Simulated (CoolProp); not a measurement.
Vapour-liquid equilibrium of ethanol (1) + dimethyl carbonate (2) at 3.48 bar; x and y are mole fractions of (1).

The numbers come from the multi-fluid Helmholtz-energy mixture model, Schroeder 2014 and Zhou 2011; pair parameters Bell 2016 in CoolProp.

```
x     bubble temperature (°C)  y at the bubble point  dew temperature at overall composition x (°C)  liquid density (mol/L)
----  -----------------------  ---------------------  ---------------------------------------------  ----------------------
0.05                    129.0                  0.159                                          132.8                   10.30
0.2                     119.5                  0.419                                          127.5                   10.89
0.35                    115.1                  0.548                                          122.0                   11.49
0.5                     112.8                  0.631                                          116.6                   12.15
0.65                    111.7                  0.704                                          112.5                   12.91
0.8                     111.4                  0.790                                          111.5                   13.79
0.95                    112.5                  0.928                                          112.7                   14.80
```

y crosses x between x = 0.65 and 0.8: the model has an azeotrope there.

Pair parameters are fitted to limited data, so mixtures are less certain than the pure fluids.
